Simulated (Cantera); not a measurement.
A perfectly stirred reactor is fed with C2H6 : N2 = 1 : 4.2 (molar parts), at 0.600 bar; it is held at 1423 K, and followed from long to short residence time.

Detailed kinetics in Cantera: GRI-Mech 3.0 (53 species, 325 reactions). GRI-Mech 3.0 stops at C3 and has no aromatics, soot or wall deposition, so with more carbon than oxygen in the feed, carbon stays in small species such as C2H2 where larger ones or solid carbon would form.

Task: What does this change do: pressure from 0.600 bar to 0.735 Torr?

Result: 
| quantity | before | after |
|---|---|---|
| x(C2H6) at τ = 0.570 s | 0.000476 | 0.0115 |
| x(HCN) at τ = 0.570 s | 2.81e-9 | 1.60e-7 |
| x(C2H) at τ = 0.570 s | 8.27e-9 | 1.75e-7 |
| x(CH3) at τ = 0.570 s | 5.90e-5 | 0.00464 |
| x(C2H4) at τ = 0.570 s | 0.0128 | 0.0368 |
| x(C2H6) at τ = 35.0 ms | 0.00353 | 0.106 |
| x(HCN) at τ = 35.0 ms | 2.89e-9 | 4.06e-8 |
| x(C2H) at τ = 35.0 ms | 1.68e-8 | 3.17e-8 |
| x(CH3) at τ = 35.0 ms | 0.000155 | 0.0106 |
| x(C2H4) at τ = 35.0 ms | 0.0300 | 0.0461 |
Radical loss at walls, strong at low pressure, is not modelled.

Task: What does this change do: N2 4.2 to 3.2 parts?

Result: 
```csv
quantity,before,after
x(C2H6) at τ = 0.570 s,0.000476,0.000555
x(HCN) at τ = 0.570 s,2.81e-9,2.16e-9
x(C2H) at τ = 0.570 s,8.27e-9,8.55e-9
x(CH3) at τ = 0.570 s,5.90e-5,6.40e-5
x(C2H4) at τ = 0.570 s,0.0128,0.0166
x(C2H6) at τ = 35.0 ms,0.00353,0.00408
x(HCN) at τ = 35.0 ms,2.89e-9,2.18e-9
x(C2H) at τ = 35.0 ms,1.68e-8,1.73e-8
x(CH3) at τ = 35.0 ms,0.000155,0.000166
x(C2H4) at τ = 35.0 ms,0.0300,0.0370
```
